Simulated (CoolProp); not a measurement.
Vapour-liquid equilibrium of m-xylene (1) + n-decane (2) at 22.35 °C; x and y are mole fractions of (1).

Model: multi-fluid Helmholtz-energy mixture model, Zhou 2012 and Lemmon 2006; pair parameters Bell 2016, in CoolProp.

```tsv
x	bubble pressure (bar)	y at the bubble point	dew pressure at overall composition x (bar)	liquid density (mol/L)
0.05	0.002016	0.286	0.001582	5.222
0.125	0.002719	0.511	0.001698	5.380
0.2	0.003374	0.637	0.001832	5.548
0.275	0.003994	0.720	0.001990	5.725
0.35	0.004590	0.779	0.002176	5.912
0.425	0.005170	0.824	0.002400	6.110
0.5	0.005740	0.861	0.002674	6.321
0.575	0.006306	0.891	0.003018	6.544
0.65	0.006872	0.916	0.003458	6.781
0.725	0.007441	0.938	0.004041	7.034
0.8	0.008014	0.958	0.004842	7.304
0.875	0.008593	0.975	0.005998	7.593
0.95	0.009177	0.991	0.007771	7.902
```

No azeotrope shows between x = 0.05 and 0.95.

Pair parameters are fitted to limited data, so mixtures are less certain than the pure fluids.
